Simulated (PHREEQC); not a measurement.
HNO3 is added in steps, without added water, to 1 kg of water holding 0.00081 mol/kgw CaSO4, 0.0021 mol/kgw Na2SO4 and 0.00048 mol/kgw MgSO4, at 25 °C. Oxygen is held at 0.21 atm. CO2 from the air is kept out. Nothing may precipitate in this run.

Base run: PHREEQC, ion-association model, phreeqc.dat. Each further column changes one thing. The table gives HSO4- (mol/kgw).

```csv
HNO3 added (mol),base,diluted 2-fold with water,temperature from 25 to 30 °C,CaSO4 left out,solids may form
0,2.13e-8,1.21e-8,2.82e-8,1.78e-8,2.13e-8
0.001625,0.000251,0.000150,0.000272,0.000212,0.000251
0.00325,0.000466,0.000271,0.000503,0.000389,0.000466
0.004875,0.000651,0.000372,0.000701,0.000538,0.000651
0.0065,0.000812,0.000457,0.000871,0.000666,0.000812
0.008125,0.000953,0.000529,0.00102,0.000776,0.000953
0.00975,0.00108,0.000592,0.00115,0.000873,0.00108
0.01137,0.00119,0.000648,0.00126,0.000958,0.00119
0.013,0.00129,0.000696,0.00137,0.00103,0.00129
```

 Solids allowed in the column 'solids may form': Anhydrite.
